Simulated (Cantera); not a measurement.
Feed: 1 mol Fe, 0.0032 mol O₂, 8.2 mol CO, 2.4 mol NH₃, equilibrated at 2200000 Pa.

Equilibrium computed with Cantera from the NASA thermochemical tables; the gas is ideal and each condensed phase is pure. Candidate condensed phases: C, C₆H₆, C₇H₈, C₈H₁₈, Fe, Fe(CO)₅, FeO, Fe(OH)₂, Fe(OH)₃, Fe₂O₃, Fe₃O₄, H₂O; 140 gas species. The tables' stoichiometric FeO is somewhat more stable than real wüstite, so its field is too wide. FeO: taken at fixed stoichiometry. Rates play no part.

Problem. At 775 °C, list the 7 most abundant gas species with their mole fractions, and the condensed phases.

Solution. CO₂ 0.241, CO 0.222, H₂ 0.182, H₂O 0.167, N₂ 0.145, CH₄ 0.0427, NH₃ 0.000280. Condensed: C(graphite) + FeO(s).
